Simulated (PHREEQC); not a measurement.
# Phosphoric acid bath: an equilibrium model

Solution (5.7 °C): 9.7 mmol/kgw H3PO4, 0.21 mmol/kgw H2SO4 and 0.3 mmol/kgw H4SiO4. Closed to the air; pH follows from the charge balance.

All values are PHREEQC results (ion-association model, phreeqc.dat), not measurements.

Each row changes one thing in this solution. Precipitation was switched off in this run.

```
case                             pH  ionic strength (mol/kgw)  H2PO4- (mol/kgw)  H3PO4 (mol/kgw)  HPO4-2 (mol/kgw)  SI of Chalcedony (SiO2)
-----------------------------  ----  ------------------------  ----------------  ---------------  ----------------  -----------------------
as made                        2.23                   0.00650           0.00597          0.00373           7.16e-8                    +0.27
temperature from 5.7 to 90 °C  2.35                   0.00489           0.00453          0.00517           1.10e-7                    -0.59
H2SO4 left out                 2.25                   0.00606           0.00606          0.00364           7.53e-8                    +0.27
diluted 100-fold with water    4.00                  0.000102           9.59e-5          1.08e-6           5.54e-8                    -1.73
diluted 10-fold with water     3.05                  0.000943          0.000882          8.78e-5           6.03e-8                    -0.73
```

Some of these states are supersaturated (in Quartz (slow to form), Chalcedony (slow to form), for instance). Constants without temperature data keep their 25 °C values here.
